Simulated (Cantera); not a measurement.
A Cantera script and what it prints.

```python
import numpy as np
import cantera as ct

gas_names = [...]  # 49 gases of nasa_gas.yaml made of B, Cl, H, N, O
cond_names = """
    B(b) B(L) BN(s) B2O3(L) B3O3H3(cr) H2O(s) H2O(L) NH4CL(a) NH4CL(b)
""".split()


# ... load() reads the species with a 1 bar reference pressure and builds the phases ...
atoms = {
    'BN': {'B': 1, 'N': 1},
    'HCl': {'H': 1, 'CL': 1},
    'N2': {'N': 2},
    'O2': {'O': 2},
}
top_T = {'BN(s)': 3200}  # K; cautious upper limits of use, not melting points


# ... equilibrate(T, P, feed) seeds the gas with the atoms and calls Mixture.equilibrate('TP', solver="vcs", rtol=1e-11, max_steps=5000) ...
results = []
feed = {'BN': 1, 'HCl': 26, 'N2': 1.8, 'O2': 15}  # mol
T = 1573  # K
P = 13332.2  # Pa
mix = equilibrate(T, P, feed)
results.append((T, P, feed, dict(zip(mix.species_names, mix.species_moles))))
print(gas.report(threshold=0.001))
for i in range(1, mix.n_phases):
    print(f"{mix.phase(i).name:16s} {mix.phase_moles(i):12.5e} mol")
```

Result:

```
       temperature   1573 K
          pressure   13332 Pa
           density   0.035736 kg/m^3
  mean mol. weight   35.056 kg/kmol
   phase of matter   gas

                          1 kg             1 kmol
                     ---------------   ---------------
          enthalpy         -6.14e+05       -2.1525e+07  J
   internal energy       -9.8708e+05       -3.4603e+07  J
           entropy            7859.4        2.7552e+05  J/K
    Gibbs function       -1.2977e+07       -4.5492e+08  J
 heat capacity c_p            1029.9             36104  J/K
 heat capacity c_v            792.71             27789  J/K

                      mass frac. Y      mole frac. X     chem. pot. / RT
                     ---------------   ---------------   ---------------
                CL          0.044994          0.044494           -18.021
               CL2          0.061224          0.030272           -36.043
              HBO2          0.027354          0.021886           -83.117
               HCL           0.52085           0.50082           -35.312
               H2O           0.02144           0.04172            -50.15
                N2          0.042649          0.053371           -31.105
                O2           0.27891           0.30557            -31.14
     [  +42 minor]         0.0025773         0.0018694

B(b)              0.00000e+00 mol
BN(s)             0.00000e+00 mol
B2O3(L)           0.00000e+00 mol
B3O3H3(cr)        0.00000e+00 mol
```

Method: chemical equilibrium by Gibbs-energy minimisation in Cantera with the NASA 1993 tables (ideal gas, pure condensed phases). The tables' values for BOCl are old estimates; treat these amounts as uncertain. Gases not in the tables: H3BO3.
